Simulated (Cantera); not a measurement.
Charge: 1 mol Mg(OH)₂, 0.11 mol H₂O, 0.7 mol O₂, 2.2 mol CO₂, at 575 °C and 0.100 bar.

Cantera equilibrium calculation (NASA polynomials, part measured and part estimated; ideal gas, pure solids and liquids). Candidate condensed phases: C, C₆H₆, C₇H₈, C₈H₁₈, H₂O, Mg, MgCO₃, MgO, Mg(OH)₂; 116 gas species. The numbers say what is thermodynamically allowed, not how fast it happens.

Problem. What is the equilibrium state?

Solution. 
```
Quantity                                   Result
--------------------------------------  ---------
x(CO₂)                                      0.549
x(H₂O)                                      0.277
x(O₂)                                       0.175
n(MgO(s))                                1.00 mol
gas amount                              4.010 mol
log10 activity of MgCO₃(s) (absent)         -3.03
log10 activity of C(graphite) (absent)     -23.87
log10 activity of Mg(s) (absent)           -30.52
```
